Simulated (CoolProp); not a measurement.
n-perfluorobutane along the isotherm 450 K: Z from the reference equation and from simpler models built on Tc = 386.3 K, pc = 2322 kPa, ω = 0.372; each cubic takes its own stable root.

Computed with CoolProp (reference Helmholtz-energy equation of state, Gao 2022).

| p (kPa) | phase | reference |
|---|---|---|
| 31.6 | gas | 0.9975 |
| 56.2 | gas | 0.9955 |
| 100 | gas | 0.9921 |
| 178 | gas | 0.9858 |
| 316 | gas | 0.9746 |
| 562 | gas | 0.9542 |
| 1000 | gas | 0.9164 |
| 1780 | gas | 0.8447 |
| 3160 | supercritical | 0.7099 |
| 5620 | supercritical | 0.5482 |
| 10000 | supercritical | 0.6553 |

Problem. How far does each simpler model (van der Waals, Redlich-Kwong, Soave-Redlich-Kwong, Peng-Robinson) lie from the reference over these 11 states: mean and median of the absolute difference, and the worst?

Solution. 
- van der Waals: mean 3.2 %, median 0.6 %, worst +17.2 % at 450 K and 10000 kPa
- Redlich-Kwong: mean 1.8 %, median 0.7 %, worst -7.2 % at 450 K and 3160 kPa
- Soave-Redlich-Kwong: mean 2.0 %, median 0.1 %, worst +10.5 % at 450 K and 5620 kPa
- Peng-Robinson: mean 1.1 %, median 0.5 %, worst +3.5 % at 450 K and 5620 kPa
